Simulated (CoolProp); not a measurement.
Vapour-liquid equilibrium of CHF3 (R23) (1) + R152A (2) at 230.1 K; x and y are mole fractions of (1).

Values from CoolProp's multi-fluid Helmholtz-energy mixture model, Penoncello 2003 and Outcalt 1996; pair parameters Bell 2016.

Q: Give the bubble pressure and the first vapour's composition at x = 0.2, 0.65, 0.725. Is there an azeotrope?

A: x = 0.2: 1.407 bar, y = 0.761; x = 0.65: 4.041 bar, y = 0.960; x = 0.725: 4.511 bar, y = 0.971. No azeotrope shows between x = 0.05 and 0.95.

Pair parameters are fitted to limited data, so mixtures are less certain than the pure fluids.
